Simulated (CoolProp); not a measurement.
Vapour-liquid equilibrium of n-pentane (1) + the fluoroketone C6F12O (FK-5-1-12) (2) at 155 kPa; x and y are mole fractions of (1).

Model: multi-fluid Helmholtz-energy mixture model, Thol 2019 and McLinden 2015; pair parameters Bell 2016, in CoolProp.

Q: Give the bubble temperature and the first vapour's composition at x = 0.2, 0.35, 0.65. Is there an azeotrope?

A: x = 0.2: 47.3 °C, y = 0.478; x = 0.35: 42.9 °C, y = 0.603; x = 0.65: 41.3 °C, y = 0.668. y crosses x between x = 0.65 and 0.8: the model has an azeotrope there.

The pair parameters rest on a limited set of measurements; away from them the model extrapolates.
